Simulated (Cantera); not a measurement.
Thermodynamics of carbon deposition, reforming and gasification, feed toluene + O2 + H2

Input: 1 mol toluene, 1.6 mol O2, 74 mol H2, at 2000 °C.

These are equilibrium values from Cantera (NASA tables, ideal gas, pure condensed phases), not measurements of a reactor. Candidate condensed phases: C, C6H6, C7H8, C8H18, H2O; 110 gas species. The ideal-gas law is rough above about 30 bar. Equilibrium is a limit: real reactors are often held back by kinetics, nucleation or transport.

```json
[
 {"P (Pa)": "10", "x H2": "0.423", "x H": "0.546", "x CO": "0.0286", "x CH4": "4.04e-9", "x C2H2 (acetylene)": "0.00160", "n C(graphite)": "3.38"},
 {"P (Pa)": "46", "x H2": "0.649", "x H": "0.315", "x CO": "0.0332", "x CH4": "4.37e-8", "x C2H2 (acetylene)": "0.00245", "n C(graphite)": "3.31"},
 {"P (Pa)": "220", "x H2": "0.800", "x H": "0.160", "x CO": "0.0363", "x CH4": "3.18e-7", "x C2H2 (acetylene)": "0.00302", "n C(graphite)": "3.26"},
 {"P (Pa)": "1000", "x H2": "0.880", "x H": "0.0788", "x CO": "0.0379", "x CH4": "1.75e-6", "x C2H2 (acetylene)": "0.00332", "n C(graphite)": "3.23"},
 {"P (Pa)": "4600", "x H2": "0.920", "x H": "0.0376", "x CO": "0.0387", "x CH4": "8.80e-6", "x C2H2 (acetylene)": "0.00347", "n C(graphite)": "3.22"},
 {"P (Pa)": "22000", "x H2": "0.940", "x H": "0.0174", "x CO": "0.0391", "x CH4": "4.39e-5", "x C2H2 (acetylene)": "0.00354", "n C(graphite)": "3.21"},
 {"P (Pa)": "100000", "x H2": "0.949", "x H": "0.00818", "x CO": "0.0393", "x CH4": "0.000203", "x C2H2 (acetylene)": "0.00358", "n C(graphite)": "3.19"},
 {"P (Pa)": "460000", "x H2": "0.952", "x H": "0.00382", "x CO": "0.0394", "x CH4": "0.000942", "x C2H2 (acetylene)": "0.00359", "n C(graphite)": "3.13"},
 {"P (Pa)": "2200000", "x H2": "0.950", "x H": "0.00175", "x CO": "0.0395", "x CH4": "0.00449", "x C2H2 (acetylene)": "0.00358", "n C(graphite)": "2.82"},
 {"P (Pa)": "10000000", "x H2": "0.935", "x H": "0.000812", "x CO": "0.0400", "x CH4": "0.0197", "x C2H2 (acetylene)": "0.00352", "n C(graphite)": "1.55"}
]
```
x: gas mole fraction; n: condensed amount in mol.

From 10.0 Pa to 100 bar the condensed part is C(graphite). The main C-bearing gas is CO throughout. The share of C in condensed phases is highest at 10.0 Pa (48.3 %) and lowest at 100 bar (22.2 %).
